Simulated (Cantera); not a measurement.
Input: 1 mol Fe3O4, 0.57 mol CH4, 0.51 mol H2, held at 0.00120 bar.

Method: chemical equilibrium by Gibbs-energy minimisation in Cantera with the NASA 1993 tables (ideal gas, pure condensed phases). Candidate condensed phases: C, C6H6, C7H8, C8H18, Fe, Fe(CO)5, FeO, Fe(OH)2, Fe(OH)3, Fe2O3, Fe3O4, H2O; 114 gas species. Each liquid is taken as pure. Mutual solubility and eutectic melting of coexisting phases are not modelled. The tables' stoichiometric FeO is somewhat more stable than real wüstite, so its field is too wide. FeO: taken at fixed stoichiometry. Kinetics and transport are ignored.

x: gas mole fraction; n: condensed amount in mol.

```tsv
T (K)	x H2	x H2O	x Fe	x CO	x CO2	x H	x FeO	n Fe(γ)	n FeO(s)	n Fe(δ)	n FeO(l)	n Fe(l)
1498	0.524	0.219	0.000120	0.221	0.0358	0.000359	1.98e-7	0.135	2.86	0	0	0
1548	0.516	0.226	0.000336	0.222	0.0348	0.000639	7.16e-7	0.149	2.85	0	0	0
1598	0.509	0.233	0.000880	0.222	0.0339	0.00110	2.38e-6	0.161	2.84	0	0	0
1648	0.502	0.238	0.00217	0.223	0.0331	0.00182	7.35e-6	0.170	2.83	0	0	0
1698	0.501	0.235	0.00507	0.224	0.0309	0.00296	2.01e-5	0	0	0.154	2.83	0
1748	0.500	0.231	0.0113	0.224	0.0287	0.00466	5.18e-5	0	0	0.130	2.84	0
1798	0.494	0.225	(withheld)	0.223	0.0267	(withheld)	(withheld)	0	0	(withheld)	2.85	0
1848	0.479	0.219	0.0475	0.218	0.0249	0.0106	0.000292	0	0	0	2.86	0.0320
1898	(withheld)	0.230	(withheld)	0.208	0.0259	(withheld)	(withheld)	0	0	0	2.80	0
1948	0.382	0.255	0.117	0.194	0.0295	0.0202	0.00136	0	0	0	2.70	0
1998	0.318	0.281	0.158	0.178	0.0343	0.0261	0.00277	0	0	0	2.57	0
2048	0.252	0.305	0.201	0.159	0.0403	0.0325	0.00542	0	0	0	2.41	0
2098	0.190	0.323	0.242	0.138	0.0476	0.0387	0.0103	0	0	0	2.23	0
```

Question: What belongs in the gaps?

Answer: 
- 1798, x Fe: 0.0239
- 1798, x H: 0.00714
- 1798, x FeO: 0.000126
- 1798, n Fe(δ): 0.0908
- 1898, x H2: 0.440
- 1898, x Fe: 0.0800
- 1898, x H: 0.0150
- 1898, x FeO: 0.000644
